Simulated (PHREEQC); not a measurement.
Consider water at 25 °C with 0.011 mol/kgw NaHCO3, 8e-05 mol/kgw NH3 and 0.0087 mol/kgw KCl. Closed to the air; pH follows from the charge balance.

Model: ion-association model, phreeqc.dat, run in PHREEQC.

Precipitation was switched off in this run.

**Question.** Estimate the pH, specific conductance, ionic strength.

**Answer.** pH 8.31; specific conductance 2140 µS/cm; ionic strength 0.0199 mol/kgw.

**Question.** In which forms is C present?

**Answer.** HCO3- 97 %, CO3-2 1.4 %, CO2 0.9 % of the C.
